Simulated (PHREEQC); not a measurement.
Spent oxide etchant (model solution)

Make-up at 25 °C: 0.006 mol/kgw HF, 0.0046 mol/kgw H2SiF6, 0.047 mol/kgw HBF4 and 0.014 mol/kgw H2SO4. Closed to the air; pH follows from the charge balance.

The numbers come from PHREEQC with the ion-association model, wateq4f.dat.

Each row changes one thing in this solution. This is a speciation only: nothing precipitates in the calculation.

```csv
case,pH,ionic strength (mol/kgw),BF4- (mol/kgw),HF (mol/kgw),HSO4- (mol/kgw),SO4-2 (mol/kgw)
as made,1.22,0.0804,0.0440,0.0131,0.0105,0.00353
0.0089 mol/kgw Na2SiO3 added,1.30,0.0957,0.0329,0.00702,0.00977,0.00410
H2SiF6 from 0.0046 to 0.00506 mol/kgw,1.22,0.0817,0.0440,0.0131,0.0105,0.00351
HF from 0.006 to 0.0066 mol/kgw,1.22,0.0805,0.0441,0.0133,0.0105,0.00353
H2SO4 from 0.014 to 0.007 mol/kgw,1.27,0.0702,0.0440,0.0129,0.00512,0.00188
H2SO4 from 0.014 to 0.021 mol/kgw,1.18,0.0902,0.0440,0.0132,0.0160,0.00500
HBF4 from 0.047 to 0.094 mol/kgw,1.02,0.125,0.0896,0.0158,0.0113,0.00267
H2SiF6 left out,1.27,0.0671,0.0440,0.0129,0.0103,0.00375
HF from 0.006 to 0.03 mol/kgw,1.21,0.0821,0.0462,0.0268,0.0105,0.00348
```

Some of these states are supersaturated (in Quartz (slow to form), Chalcedony (slow to form), for instance). SiF6-2 is the database's only silicon fluoride. Real BF4- forms and hydrolyses slowly; the run takes it at equilibrium.
